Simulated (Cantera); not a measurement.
A perfectly stirred reactor is fed with H2 : O2 = 0.075 : 1 (molar parts), equivalence ratio 0.037, at 0.00320 bar; it is held at 1075 K, and followed from long to short residence time.

Model: GRI-Mech 3.0 (53 species, 325 reactions), integrated in Cantera. Radical loss at walls, strong at low pressure, is not modelled. The temperature is held fixed by assumption; the heat of reaction is taken as removed at once.

What does this change do: O2 1 to 1.3 parts?


```csv
quantity,before,after
x(H2) at τ = 0.500 s,0.00121,0.000938
x(O2) at τ = 0.500 s,0.909,0.927
x(H2O) at τ = 0.500 s,0.0664,0.0515
x(H) at τ = 0.500 s,0.00531,0.00420
x(HO2) at τ = 0.500 s,1.45e-6,1.23e-6
x(H2) at τ = 25.0 ms,0.00675,0.00571
x(O2) at τ = 25.0 ms,0.892,0.914
x(H2O) at τ = 25.0 ms,0.0523,0.0408
x(H) at τ = 25.0 ms,0.0179,0.0129
x(HO2) at τ = 25.0 ms,1.64e-6,1.45e-6
```

What does this change do: H2 0.075 to 0.057 parts?


```tsv
quantity	before	after
x(H2) at τ = 0.500 s	0.00121	0.000927
x(O2) at τ = 0.500 s	0.909	0.927
x(H2O) at τ = 0.500 s	0.0664	0.0509
x(H) at τ = 0.500 s	0.00531	0.00415
x(HO2) at τ = 0.500 s	1.45e-6	1.22e-6
x(H2) at τ = 25.0 ms	0.00675	0.00567
x(O2) at τ = 25.0 ms	0.892	0.915
x(H2O) at τ = 25.0 ms	0.0523	0.0403
x(H) at τ = 25.0 ms	0.0179	0.0127
x(HO2) at τ = 25.0 ms	1.64e-6	1.44e-6
```

What does this change do: temperature 1075 to 1325 K?


| quantity | before | after |
|---|---|---|
| x(H2) at τ = 0.500 s | 0.00121 | 0.00117 |
| x(O2) at τ = 0.500 s | 0.909 | 0.894 |
| x(H2O) at τ = 0.500 s | 0.0664 | 0.0637 |
| x(H) at τ = 0.500 s | 0.00531 | 0.00615 |
| x(HO2) at τ = 0.500 s | 1.45e-6 | 6.94e-7 |
| x(H2) at τ = 25.0 ms | 0.00675 | 0.00320 |
| x(O2) at τ = 25.0 ms | 0.892 | 0.878 |
| x(H2O) at τ = 25.0 ms | 0.0523 | 0.0570 |
| x(H) at τ = 25.0 ms | 0.0179 | 0.0120 |
| x(HO2) at τ = 25.0 ms | 1.64e-6 | 7.71e-7 |
